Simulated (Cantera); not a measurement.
Feed: 1 mol Cu, 0.11 mol CO2, 5.6 mol N2, held at 1623.15 K.

Cantera equilibrium calculation (NASA polynomials, part measured and part estimated; ideal gas, pure solids and liquids). Candidate condensed phases: C, Cu, CuO, Cu2O; 27 gas species. Equilibrium is a limit: real reactors are often held back by kinetics, nucleation or transport.

x: gas mole fraction; n: condensed amount in mol.

```json
[
 {"P (Pa)": "10", "x N2": "0.834", "x Cu": "0.149", "x CO2": "0.0148", "x CO": "0.00154", "x O2": "0.000677", "x NO": "0.000125", "n Cu(l)": "0"},
 {"P (Pa)": "120", "x N2": "0.935", "x Cu": "0.0464", "x CO2": "0.0176", "x CO": "0.000758", "x O2": "0.000326", "x NO": "9.16e-5", "n Cu(l)": "0.722"},
 {"P (Pa)": "1600", "x N2": "0.977", "x Cu": "[?]", "x CO2": "0.0189", "x CO": "[?]", "x O2": "[?]", "x NO": "[?]", "n Cu(l)": "0.980"},
 {"P (Pa)": "19000", "x N2": "0.980", "x Cu": "0.000293", "x CO2": "0.0191", "x CO": "0.000155", "x O2": "5.77e-5", "x NO": "3.95e-5", "n Cu(l)": "0.998"},
 {"P (Pa)": "240000", "x N2": "0.981", "x Cu": "[?]", "x CO2": "0.0192", "x CO": "[?]", "x O2": "[?]", "x NO": "[?]", "n Cu(l)": "1.000"},
 {"P (Pa)": "3000000", "x N2": "0.981", "x Cu": "1.86e-6", "x CO2": "0.0192", "x CO": "3.23e-5", "x O2": "8.55e-6", "x NO": "1.52e-5", "n Cu(l)": "1.000"}
]
```

### Question
Complete the blanks.

### Answer

- 240000, x Cu: 2.32e-5
- 240000, x CO: 7.01e-5
- 240000, x O2: 2.26e-5
- 240000, x NO: 2.47e-5
- 1600, x Cu: 0.00348
- 1600, x CO: 0.000341
- 1600, x O2: 0.000139
- 1600, x NO: 6.11e-5
